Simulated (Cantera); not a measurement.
Charge: 1 mol C3H6, 0.63 mol CO2, 3.2 mol N2, equilibrated at 950 °C and 101000 Pa.

Cantera equilibrium calculation (NASA polynomials, part measured and part estimated; ideal gas, pure solids and liquids). Equilibrium is a limit: real reactors are often held back by kinetics, nucleation or transport.

| species | before | after |
|---|---|---|
| N2 | 0.431 | 0.698 |
| H2 | 0.398 | 0.212 |
| CO | 0.167 | 0.0891 |
| CO2 | 0.000391 | 0.000111 |
| H2O | 0.00136 | 0.000385 |
| CH4 | 0.00214 | 0.000607 |
| NH3 | 2.87e-5 | 1.42e-5 |
| HCN | 3.96e-5 | 3.68e-5 |
| C(graphite), mol | 2.37 | 2.37 |
Gas species are given as mole fractions.

Q: What was changed between the two runs?
(A) N2 from 3.2 to 9.8 mol
(B) temperature from 950 °C to 1900 °C
(C) temperature from 950 °C to 1802 °C
(D) temperature from 950 °C to 1450 °C

A: A, N2 from 3.2 to 9.8 mol
